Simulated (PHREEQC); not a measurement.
Dissolve 0.0066 mol KOH, 0.017 mol K2SO4 and 0.16 mol CuSO4 per kg of water at 25 °C. Closed to the air; pH follows from the charge balance.

All values are PHREEQC results (ion-association model, wateq4f.dat), not measurements.

Precipitation was switched off in this run.

### Question
Predict the pH.

### Answer
pH 5.36.

### Question
In which forms is S present?

### Answer
SO4-2 51 %, CuSO4 46 %, KSO4- 2.8 % of the S.

Saturation is exceeded, for instance for Antlerite, Brochantite; the values hold only as long as no solid forms.
